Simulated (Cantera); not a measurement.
What does this Cantera script print?

```python
import numpy as np
import cantera as ct

gas_names = """
    H HO2 H2 H2O H2O2 O OH O2 O3 Pb PbO Pb2
""".split()
cond_names = """
    H2O(s) H2O(L) Pb(cr) Pb(L) PbO(rd) PbO(yw) PbO(L) PbO2(s) Pb3O4(s)
""".split()


# ... load() reads the species with a 1 bar reference pressure and builds the phases ...
atoms = {
    'PbO': {'Pb': 1, 'O': 1},
    'H2': {'H': 2},
}
top_T = {'Pb3O4(s)': 820}  # K; cautious upper limits of use, not melting points


# ... equilibrate(T, P, feed) seeds the gas with the atoms and calls Mixture.equilibrate('TP', solver="vcs", rtol=1e-11, max_steps=5000) ...
results = []
feed = {'PbO': 1, 'H2': 8.1}  # mol
P = 250000  # Pa
for T in [598, 673, 748, 823, 898, 973, 1048, 1123, 1198, 1273, 1348, 1423, 1498]:
    mix = equilibrate(T, P, feed)
    results.append((T, P, feed, dict(zip(mix.species_names, mix.species_moles))))

top = {s: max(r[3][s] / sum(r[3][g] for g in gas_names) for r in results) for s in gas_names}
cols = sorted((s for s in top if top[s] > 1e-05), key=lambda s: -top[s])[:8]
seen = [c for c in cond_names if any(r[3].get(c, 0) > 1e-12 for r in results)]
print("log10 of partial pressures in bar; condensed amounts in mol")
print(f"{'T/K':>10s}" + "".join(f"{s[:9]:>10s}" for s in cols + seen))
for T, P, feed, n in results:
    ng = sum(n[g] for g in gas_names)
    print(f"{T:10.4g}" + "".join(f"{np.log10(max(n[s] / ng * P / 1e5, 1e-99)):10.3f}" for s in cols)
          + "".join(f"{n.get(c, 0):10.4g}" for c in seen))
```

It prints:

```
log10 of partial pressures in bar; condensed amounts in mol
       T/K        H2       H2O        Pb         H    Pb(cr)     Pb(L)
       598     0.341    -0.511   -11.344   -16.229         1         0
       673     0.341    -0.511    -9.514   -14.087         0         1
       748     0.341    -0.511    -8.058   -12.371         0         1
       823     0.341    -0.511    -6.872   -10.964         0         1
       898     0.341    -0.511    -5.888    -9.790         0         1
       973     0.341    -0.511    -5.058    -8.796         0         1
      1048     0.341    -0.511    -4.350    -7.942         0    0.9999
      1123     0.341    -0.511    -3.738    -7.200         0    0.9994
      1198     0.341    -0.511    -3.205    -6.551         0     0.998
      1273     0.340    -0.511    -2.736    -5.977         0     0.994
      1348     0.340    -0.511    -2.321    -5.466         0    0.9845
      1423     0.339    -0.512    -1.951    -5.008         0    0.9635
      1498     0.337    -0.515    -1.618    -4.597         0    0.9211
```

Cantera equilibrium calculation (NASA polynomials, part measured and part estimated; ideal gas, pure solids and liquids).
